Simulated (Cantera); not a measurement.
Feed: 1 mol Fe(CO)5, 1.4 mol O2, 0.19 mol H2, equilibrated at 725 °C and 0.133 bar.

Equilibrium computed with Cantera from the NASA thermochemical tables; the gas is ideal and each condensed phase is pure. Candidate condensed phases: C, C6H6, C7H8, C8H18, Fe, Fe(CO)5, FeO, Fe(OH)2, Fe(OH)3, Fe2O3, Fe3O4, H2O; 114 gas species. The tables' stoichiometric FeO is somewhat more stable than real wüstite, so its field is too wide. FeO: taken at fixed stoichiometry. Equilibrium is a limit: real reactors are often held back by kinetics, nucleation or transport.

Base state: CO 0.626, CO2 0.337, H2 0.0267, H2O 0.00992 (mole fractions); condensed: FeO(s).

**Question.** What changes in the equilibrium state with this change: temperature from 725 °C to 1025 °C?

**Answer.** 
| species | before | after |
|---|---|---|
| CO | 0.626 | 0.634 |
| CO2 | 0.337 | 0.329 |
| H2 | 0.0267 | 0.0192 |
| H2O | 0.00992 | 0.0175 |
| FeO(s), mol | 1.00 | 1.00 |
